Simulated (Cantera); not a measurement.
A closed system holds: 1 mol SiCl4, 4.1 mol NH3, 2 mol N2, at 1800 K and 47.0 mbar.

Cantera equilibrium calculation (NASA polynomials, part measured and part estimated; ideal gas, pure solids and liquids). Candidate condensed phases: NH4Cl, Si, Si3N4; 28 gas species. The tables' values for SiCl3, SiCl are old estimates; treat these amounts as uncertain. Equilibrium is a limit: real reactors are often held back by kinetics, nucleation or transport.

Base state: H2 0.423, N2 0.332, HCl 0.161, SiCl2 0.0795, SiCl3 0.00216, H 0.00107, Cl 0.000314, SiCl 0.000131 (mole fractions); condensed: gas only.

**Question.** What changes in the equilibrium state with this change: pressure from 47.0 mbar to 5.20 Pa?

**Answer.** 
```json
[
 {"species": "H2", "before": "0.423", "after": "0.381"},
 {"species": "N2", "before": "0.332", "after": "0.320"},
 {"species": "HCl", "before": "0.161", "after": "0.179"},
 {"species": "H", "before": "0.00107", "after": "0.0306"},
 {"species": "SiCl2", "before": "0.0795", "after": "0.0616"},
 {"species": "Si", "before": "2.82e-5", "after": "0.0145"},
 {"species": "Cl", "before": "0.000314", "after": "0.0110"},
 {"species": "SiHCl3", "before": "6.22e-5", "after": "5.91e-8"},
 {"species": "SiCl4", "before": "9.47e-5", "after": "1.11e-7"}
]
```
The tables' values for SiCl, SiCl3, SiN are old estimates; treat these amounts as uncertain.
